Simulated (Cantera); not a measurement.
A perfectly stirred reactor is fed with CH₄ : O₂ : N₂ : H₂O = 1 : 1.82 : 6.84 : 1 (molar parts), at 0.270 bar; it is adiabatic with a 473 K inlet, and is followed from long to short residence time, starting on the burning branch (τ in s: 0.062, 0.03, 0.015, 0.0072, 0.0035, 0.0017, 0.00084, 0.00041, 0.0002, 9.7e-05).

Model: GRI-Mech 3.0 (53 species, 325 reactions), integrated in Cantera.

**Question.** What does this change do: 0.97 parts CO2 added?

**Answer.** 
| quantity | before | after |
|---|---|---|
| blow-out, bracketed by the residence times tried | burning at 0.410 ms, out at 0.200 ms | burning at 0.840 ms, out at 0.410 ms |
| x(CH₄) at τ = 62.0 ms | 1.23e-5 | 1.81e-5 |
| x(O₂) at τ = 62.0 ms | 0.00406 | 0.00496 |
| x(H₂O) at τ = 62.0 ms | 0.251 | 0.237 |
| x(C₂H₂) at τ = 62.0 ms | 7.65e-9 | 1.08e-8 |
| x(HO₂) at τ = 62.0 ms | 4.84e-7 | 6.39e-7 |
| x(CH₄) at τ = 1.70 ms | 0.000205 | 0.000346 |
| x(O₂) at τ = 1.70 ms | 0.0131 | 0.0151 |
| x(H₂O) at τ = 1.70 ms | 0.233 | 0.222 |
| x(C₂H₂) at τ = 1.70 ms | 3.13e-7 | 5.13e-7 |
| x(HO₂) at τ = 1.70 ms | 2.36e-6 | 3.54e-6 |

**Question.** What does this change do: pressure from 0.270 bar to 6.00 bar?

**Answer.** 
| quantity | before | after |
|---|---|---|
| blow-out, bracketed by the residence times tried | burning at 0.410 ms, out at 0.200 ms | burning at 97.0 µs, the shortest tried |
| x(CH₄) at τ = 62.0 ms | 1.23e-5 | 1.54e-5 |
| x(O₂) at τ = 62.0 ms | 0.00406 | 0.000184 |
| x(H₂O) at τ = 62.0 ms | 0.251 | 0.262 |
| x(C₂H₂) at τ = 62.0 ms | 7.65e-9 | 6.09e-8 |
| x(HO₂) at τ = 62.0 ms | 4.84e-7 | 8.55e-8 |
| x(CH₄) at τ = 1.70 ms | 0.000205 | 9.56e-5 |
| x(O₂) at τ = 1.70 ms | 0.0131 | 0.00174 |
| x(H₂O) at τ = 1.70 ms | 0.233 | 0.259 |
| x(C₂H₂) at τ = 1.70 ms | 3.13e-7 | 1.33e-6 |
| x(HO₂) at τ = 1.70 ms | 2.36e-6 | 1.53e-6 |
